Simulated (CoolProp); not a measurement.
The fluid at 246.92 K and 0.0825 MPa is compressed adiabatically to 0.485 MPa with isentropic efficiency 0.75. The same conditions are run with several fluids, on thermodynamics alone (safety and materials aside).

The numbers come from the reference Helmholtz-energy equation of state of each fluid (nitrous oxide: Lemmon 2006; R407C: Lemmon 2003; C2F6 (R116): Lemmon 2006; R125: Lemmon 2005; fluoroethane (R161): Wu 2012) in CoolProp. Blends and air are pseudo-pure fits.

Question: Rank nitrous oxide, R407C, C2F6 (R116), R125, fluoroethane (R161) by work (kJ/kg), highest first.

Answer: nitrous oxide (133), fluoroethane (R161) (112), R407C (60.5), R125 (42.1), C2F6 (R116) (36.8)

```csv
fluid,final temperature (K),final density (kg/m³)
nitrous oxide,397.2,6.53
R407C,327.3,16.3
C2F6 (R116),300.5,28.2
R125,307.7,24.4
fluoroethane (R161),342.8,8.59
```
